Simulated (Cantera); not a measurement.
A perfectly stirred reactor is fed with CH3OH : O2 : N2 = 1 : 2.83 : 10.6 (molar parts), equivalence ratio 0.53, at 13.0 bar; it is adiabatic with a 350 K inlet, and is followed from long to short residence time, starting on the burning branch (τ in s: 0.051, 0.019, 0.0071, 0.0026, 0.00098, 0.00036, 0.00014, 5e-05, 1.9e-05).

Model: GRI-Mech 3.0 (53 species, 325 reactions), integrated in Cantera. GRI-Mech 3.0 was tuned for natural gas; its chemistry of methanol as a main component is partial and can be far from experiment. The pressure lies above the range GRI-Mech 3.0 was tuned for (to about 10 atm).

x: mole fraction; the columns are a selection and need not sum to one.

```csv
τ (s),T (K),x CH3OH,x O2,x NO,x C2H6,x C2H2,x CH2O
0.051,1636,4.94e-6,0.0891,1.33e-6,<1e-12,<1e-12,3.16e-6
0.019,1634,1.14e-5,0.0893,1.10e-6,<1e-12,1.68e-12,7.33e-6
0.0071,1628,(withheld),0.0896,(withheld),2.45e-12,4.38e-12,(withheld)
0.0026,1613,7.55e-5,0.0906,7.62e-7,1.11e-11,1.18e-11,4.95e-5
0.00098,1515,(withheld),0.0969,(withheld),7.15e-11,1.83e-11,(withheld)
0.00036,350,0.0693,0.196,<1e-12,<1e-12,<1e-12,<1e-12
0.00014,350,0.0693,0.196,<1e-12,<1e-12,<1e-12,<1e-12
5.0e-5,350,0.0693,0.196,<1e-12,<1e-12,<1e-12,<1e-12
1.9e-5,350,0.0693,0.196,<1e-12,<1e-12,<1e-12,<1e-12
```

Question: What belongs in the gaps?

Answer: 
- 0.0071, x CH3OH: 2.72e-5
- 0.0071, x NO: 9.65e-7
- 0.0071, x CH2O: 1.77e-5
- 0.00098, x CH3OH: 0.000502
- 0.00098, x NO: 1.42e-7
- 0.00098, x CH2O: 0.000319
